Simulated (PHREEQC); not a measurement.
Metal-bearing waste water: speciation

Solution (25 °C): 0.0021 mol Al2(SO4)3, 0.12 mol MgSO4, 0.11 mol H2SO4 and 0.22 mol Na2SO4 per kg of water. Closed to the air; pH follows from the charge balance.

Equilibrium calculation in PHREEQC: ion-association model, phreeqc.dat.

Each row changes one thing in this solution. Precipitation was switched off in this run.

```csv
case,pH,ionic strength (mol/kgw),Na+ (mol/kgw),HSO4- (mol/kgw),SO4-2 (mol/kgw),MgSO4 (mol/kgw)
as made,1.35,0.744,0.383,0.160,0.159,0.0736
Na2SO4 from 0.22 to 0.11 mol/kgw,1.26,0.538,0.199,0.149,0.104,0.0667
Al2(SO4)3 replaced by MnSO4 at the same molality,1.35,0.744,0.383,0.161,0.160,…
H2SO4 left out,4.94,0.686,0.371,5.14e-5,0.192,0.0800
diluted 2-fold with water,1.57,0.406,0.199,0.0752,0.0943,…
diluted 100-fold with water,2.79,…,…,…,0.00374,0.000319
```

Q: Some entries are withheld; supply them.

A: 
- Al2(SO4)3 replaced by MnSO4 at the same molality, MgSO4 (mol/kgw): 0.0737
- diluted 2-fold with water, MgSO4 (mol/kgw): 0.0344
- diluted 100-fold with water, ionic strength (mol/kgw): 0.0126
- diluted 100-fold with water, Na+ (mol/kgw): 0.00435
- diluted 100-fold with water, HSO4- (mol/kgw): 0.000420

The ionic strength passes 0.7 mol/kgw, the rough limit of the ion-association models, in as made; Al2(SO4)3 replaced by MnSO4 at the same molality. Species that the database lacks are ignored. Some of these states are supersaturated (in Gibbsite (slow to form), for instance).
